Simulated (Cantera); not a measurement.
A Cantera script and what it prints.

```python
import numpy as np
import cantera as ct

gas_names = """
    B BH BH2 BH3 BN B2 H H2 N NH NH2 NH3 N2 N2H2 N2H4
""".split()
cond_names = """
    B(b) B(L) BN(s)
""".split()


def load(file, names, dense=False):
    # The tables refer to 1 bar. Condensed volumes are neglected.
    table = {s.name: s for s in ct.Species.list_from_file(file)}
    out = []
    for n in names:
        d = dict(table[n].input_data)
        d["thermo"] = dict(d["thermo"], **{"reference-pressure": 1e5})
        if dense:
            d["equation-of-state"] = {"model": "constant-volume", "density": "1e6 g/cm^3"}
        out.append(ct.Species.from_dict(d))
    return out


gas = ct.Solution(thermo="ideal-gas", species=load("nasa_gas.yaml", gas_names))
cond = {s.name: ct.Solution(thermo="fixed-stoichiometry", species=[s], name=s.name)
        for s in load("nasa_condensed.yaml", cond_names, dense=True)}
atoms = {
    'B': {'B': 1},
    'NH3': {'N': 1, 'H': 3},
    'H2': {'H': 2},
}
top_T = {'BN(s)': 3200}  # K; cautious upper limits of use, not melting points


def equilibrate(T, P, feed):
    n = {}
    for name, mol in feed.items():
        for a, k in atoms[name].items():
            n[a] = n.get(a, 0.0) + k * mol
    gas.TPX = T, P, n
    mass = sum(n.values()) * gas.mean_molecular_weight
    gas.equilibrate("TP")
    valid = [c for c in cond.values() if c.min_temp <= T <= top_T.get(c.name, c.max_temp)]
    mix = ct.Mixture([(gas, mass / gas.mean_molecular_weight)] + [(c, 0.0) for c in valid])
    mix.T, mix.P = T, P
    mix.equilibrate("TP", solver="vcs", rtol=1e-11, max_steps=5000)
    return mix


results = []
T = 1173  # K
P = 100000  # Pa
for m in [0.12, 0.2, 0.35, 0.59, 1, 1.7, 3]:
    feed = {'B': 1, 'NH3': m, 'H2': 0.86}  # mol
    mix = equilibrate(T, P, feed)
    results.append((T, P, feed, dict(zip(mix.species_names, mix.species_moles))))

top = {s: max(r[3][s] / sum(r[3][g] for g in gas_names) for r in results) for s in gas_names}
cols = sorted((s for s in top if top[s] > 1e-06), key=lambda s: -top[s])[:8]
seen = [c for c in cond_names if any(r[3].get(c, 0) > 1e-12 for r in results)]
print("log10 of partial pressures in bar; condensed amounts in mol")
print(f"{'n(NH3)':>10s}" + "".join(f"{s[:9]:>10s}" for s in cols + seen))
for T, P, feed, n in results:
    ng = sum(n[g] for g in gas_names)
    print(f"{feed['NH3']:10.4g}" + "".join(f"{np.log10(max(n[s] / ng * P / 1e5, 1e-99)):10.3f}" for s in cols)
          + "".join(f"{n.get(c, 0):10.4g}" for c in seen))
```

Result:

```
log10 of partial pressures in bar; condensed amounts in mol
    n(NH3)        H2        N2       NH3      B(b)     BN(s)
      0.12    -0.000   -13.122   -10.224      0.88      0.12
       0.2    -0.000   -13.122   -10.224       0.8       0.2
      0.35    -0.000   -13.122   -10.224      0.65      0.35
      0.59    -0.000   -13.122   -10.224      0.41      0.59
         1    -0.000    -9.038    -8.181         0         1
       1.7    -0.042    -1.031    -4.242         0         1
         3    -0.074    -0.804    -4.176         0         1
```

Method: chemical equilibrium by Gibbs-energy minimisation in Cantera with the NASA 1993 tables (ideal gas, pure condensed phases). Mutual solubility and eutectic melting of coexisting phases are not modelled.
